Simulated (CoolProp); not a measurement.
Vapour-liquid equilibrium of o-xylene (1) + n-undecane (2) at 525.7 K; x and y are mole fractions of (1).

The numbers come from the multi-fluid Helmholtz-energy mixture model, Zhou 2012 and Aleksandrov 2011; pair parameters Bell 2016 in CoolProp.

Problem. Give the bubble pressure and the first vapour's composition at x = 0.425, 0.65, 0.725. Is there an azeotrope?

Solution. x = 0.425: 0.5631 MPa, y = 0.618; x = 0.65: 0.6958 MPa, y = 0.803; x = 0.725: 0.7420 MPa, y = 0.853. No azeotrope shows between x = 0.05 and 0.95.

Pair parameters are fitted to limited data, so mixtures are less certain than the pure fluids.
